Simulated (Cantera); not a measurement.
A perfectly stirred reactor is fed with 2.72 % H₂, 97.3 % O₂, at 0.975 Torr; it is held at 1423 K, and followed from long to short residence time.

Detailed kinetics in Cantera: the H2/O2 subset of GRI-Mech 3.0, which has no nitrogen chemistry. Radical loss at walls, strong at low pressure, is not modelled.

**Question.** Predict: x(H₂) at τ = 12.0 s; x(O₂) at τ = 12.0 s; x(H₂O) at τ = 12.0 s; x(H₂O₂) at τ = 12.0 s; x(OH) at τ = 12.0 s; x(H₂) at τ = 88.0 ms; x(O₂) at τ = 88.0 ms; x(H₂O) at τ = 88.0 ms; x(H₂O₂) at τ = 88.0 ms; x(OH) at τ = 88.0 ms.

**Answer.** 
```
Quantity                   Value
----------------------  --------
x(H₂) at τ = 12.0 s     0.000185
x(O₂) at τ = 12.0 s        0.956
x(H₂O) at τ = 12.0 s      0.0252
x(H₂O₂) at τ = 12.0 s    2.33e-9
x(OH) at τ = 12.0 s      0.00295
x(H₂) at τ = 88.0 ms    0.000936
x(O₂) at τ = 88.0 ms       0.949
x(H₂O) at τ = 88.0 ms     0.0232
x(H₂O₂) at τ = 88.0 ms   3.13e-9
x(OH) at τ = 88.0 ms     0.00409
```
